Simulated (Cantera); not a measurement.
Feed: 1 mol Al(CH3)3, 7.2 mol H2O, 810 mol H2, 0.98 mol O2, equilibrated at 2050 K and 7.50 Torr.

Cantera equilibrium calculation (NASA polynomials, part measured and part estimated; ideal gas, pure solids and liquids). Candidate condensed phases: Al, Al2O3, C, C6H6, C7H8, C8H18, H2O; 121 gas species. The feed counts by its element totals alone. The tables' values for AlOH are old estimates; treat these amounts as uncertain. Equilibrium is a limit: real reactors are often held back by kinetics, nucleation or transport.

Base state: H2 0.968, H 0.0223, H2O 0.00562, CO 0.00359, Al 2.73e-5, AlOH 1.59e-5, OH 1.42e-5 (mole fractions); condensed: Al2O3(s).

### Question
What changes in the equilibrium state with this change: temperature from 2050 K to 1325 K?

### Answer
| species | before | after |
|---|---|---|
| H2 | 0.968 | 0.991 |
| H2O | 0.00562 | 0.00564 |
| CO | 0.00359 | 0.00363 |
| H | 0.0223 | 1.63e-5 |
| Al | 2.73e-5 | <1e-9 |
| AlOH | 1.59e-5 | <1e-9 |
| OH | 1.42e-5 | 1.35e-9 |
| CO2 | 4.38e-6 | 1.11e-5 |
| Al2O3(s), mol | 0.479 | 0.500 |
